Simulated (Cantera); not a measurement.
A Cantera script and what it prints.

```python
import numpy as np
import cantera as ct

gas_names = """
    C CN CO CO2 C2 CCN CNC C2N2 C2O C3 C3O2 C4 C4N2 C5 N NCO NO NO2 NO3 N2 N2O O O2 O3 Si SiC SiC2 SiN
    SiO SiO2 Si2 Si2C Si2N Si3
""".split()
cond_names = """
    C(gr) Si(cr) Si(L) SiC(b) SiO2(Lqz) SiO2(hqz) SiO2(L) Si2N2O(s) Si3N4(a)
""".split()


# ... load() reads the species with a 1 bar reference pressure and builds the phases ...
atoms = {
    'SiC': {'Si': 1, 'C': 1},
    'O2': {'O': 2},
    'N2': {'N': 2},
}
top_T = {'C(gr)': 4500, 'SiC(b)': 3050, 'Si2N2O(s)': 2100, 'Si3N4(a)': 2400}  # K; cautious upper limits of use, not melting points


# ... equilibrate(T, P, feed) seeds the gas with the atoms and calls Mixture.equilibrate('TP', solver="vcs", rtol=1e-11, max_steps=5000) ...
results = []
feed = {'SiC': 1, 'O2': 0.052, 'N2': 700}  # mol
T = 1723.15  # K
P = 1000  # Pa
mix = equilibrate(T, P, feed)
results.append((T, P, feed, dict(zip(mix.species_names, mix.species_moles))))
print(gas.report(threshold=1e-06))
for i in range(1, mix.n_phases):
    print(f"{mix.phase(i).name:16s} {mix.phase_moles(i):12.5e} mol")
```

Output:

```
       temperature   1723.2 K
          pressure   1000 Pa
           density   0.0019554 kg/m^3
  mean mol. weight   28.015 kg/kmol
   phase of matter   gas

                          1 kg             1 kmol
                     ---------------   ---------------
          enthalpy         1.649e+06        4.6196e+07  J
   internal energy        1.1375e+06        3.1869e+07  J
           entropy             10174        2.8503e+05  J/K
    Gibbs function       -1.5883e+07       -4.4495e+08  J
 heat capacity c_p            1263.8             35406  J/K
 heat capacity c_v            967.05             27092  J/K

                      mass frac. Y      mole frac. X     chem. pot. / RT
                     ---------------   ---------------   ---------------
                CO        8.5953e-05        8.5969e-05           -48.887
                N2           0.99979           0.99983           -31.054
                Si        2.1181e-05        2.1128e-05           -6.5467
               SiN        1.7822e-06        1.1861e-06           -22.074
               SiO        9.8471e-05        6.2578e-05           -50.423
     [  +29 minor]          1.53e-06        6.2364e-07

C(gr)             0.00000e+00 mol
Si(L)             0.00000e+00 mol
SiC(b)            9.39702e-01 mol
SiO2(L)           0.00000e+00 mol
Si2N2O(s)         0.00000e+00 mol
Si3N4(a)          0.00000e+00 mol
```

Method: chemical equilibrium by Gibbs-energy minimisation in Cantera with the NASA 1993 tables (ideal gas, pure condensed phases).
